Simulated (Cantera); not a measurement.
A closed system holds: 1 mol SiHCl3, 0.073 mol HCl, 3.8 mol H2, held at 1350 K and 1.00 mbar.

These are equilibrium values from Cantera (NASA tables, ideal gas, pure condensed phases), not measurements of a reactor. Candidate condensed phases: Si; 19 gas species. The tables' values for SiCl3 are old estimates; treat these amounts as uncertain. Kinetics and transport are ignored.

Base state: H2 0.649, HCl 0.188, SiCl2 0.152, SiCl3 0.00819, SiCl4 0.00220, SiHCl3 0.000436, H 6.07e-5, Cl 1.46e-5 (mole fractions); condensed: Si(s).

**Question.** What changes in the equilibrium state with this change: H2 from 3.8 to 300 mol?

**Answer.** 
```json
[
 {"species": "H2", "before": "0.649", "after": "0.990"},
 {"species": "HCl", "before": "0.188", "after": "0.00964"},
 {"species": "SiCl2", "before": "0.152", "after": "0.000264"},
 {"species": "SiCl4", "before": "0.00220", "after": "6.62e-9"},
 {"species": "SiCl3", "before": "0.00819", "after": "5.92e-7"},
 {"species": "SiHCl3", "before": "0.000436", "after": "3.89e-8"},
 {"species": "SiH2Cl2", "before": "1.26e-5", "after": "3.34e-8"},
 {"species": "Cl", "before": "1.46e-5", "after": "6.08e-7"},
 {"species": "Si(s), mol", "before": "0.0485", "after": "0.920"}
]
```
